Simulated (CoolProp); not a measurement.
Aqueous potassium acetate as a coolant, 32 % by mass, freezing at -26.4 °C, 1 atm.

The numbers come from the Melinder's fits for secondary coolants in CoolProp.

| T (°C) | conductivity (W/(m K)) | viscosity (mPa s) | cp (kJ/(kg K)) | Prandtl number |
|---|---|---|---|---|
| -25.3 | 0.438 | 14.7 | 3.077 | (withheld) |
| -15.9 | (withheld) | 8.86 | 3.098 | (withheld) |
| -6.5 | 0.461 | (withheld) | 3.118 | 39.3 |
| 2.9 | 0.473 | 4.08 | (withheld) | 27.1 |
| 12.3 | 0.484 | 3.04 | 3.157 | 19.8 |
| 21.7 | 0.496 | (withheld) | 3.178 | 15.1 |
| 31.1 | 0.508 | 1.90 | 3.199 | 11.9 |

Problem. Fill in the missing entries.

Solution. 
- -25.3, Prandtl number: 103
- -15.9, conductivity (W/(m K)): 0.450
- -15.9, Prandtl number: 61.1
- -6.5, viscosity (mPa s): 5.81
- 2.9, cp (kJ/(kg K)): 3.138
- 21.7, viscosity (mPa s): 2.36
